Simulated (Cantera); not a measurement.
Input: 1 mol ZrO2, 110 mol H2, at 1250 °C and 49.0 mbar.

Method: chemical equilibrium by Gibbs-energy minimisation in Cantera with the NASA 1993 tables (ideal gas, pure condensed phases). Candidate condensed phases: H2O, Zr, ZrO2; 12 gas species. Kinetics and transport are ignored.

Base state: H2 1.000, H 0.000104 (mole fractions); condensed: ZrO2(tetragonal).

Task: What changes in the equilibrium state with this change: temperature from 1250 °C to 1852 °C?

Result: 
```csv
species,before,after
H2,1.000,0.984
H,0.000104,0.0163
"ZrO2(tetragonal), mol",1.00,0.999
```

Task: What changes in the equilibrium state with this change: temperature from 1250 °C to 1827 °C?

Result: 
```tsv
species	before	after
H2	1.000	0.986
H	0.000104	0.0140
ZrO2(tetragonal), mol	1.00	1.000
```
